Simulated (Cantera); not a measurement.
Input: 1 mol Si₂Cl₆, 0.73 mol HCl, 51 mol H₂, equilibrated at 1 atm.

Cantera equilibrium calculation (NASA polynomials, part measured and part estimated; ideal gas, pure solids and liquids). Candidate condensed phases: Si; 19 gas species. The feed counts by its element totals alone. Kinetics and transport are ignored.

What share of the Si ends up in condensed phases as a function of T (K), at 1200, 1250, 1300, 1350, 1400, 1450, 1500?


```
T (K)  Si condensed (%)     as
-----  ----------------  -----
1200               21.5  Si(s)
1250               25.4  Si(s)
1300               28.9  Si(s)
1350               31.8  Si(s)
1400               33.8  Si(s)
1450               35.0  Si(s)
1500               35.6  Si(s)
```
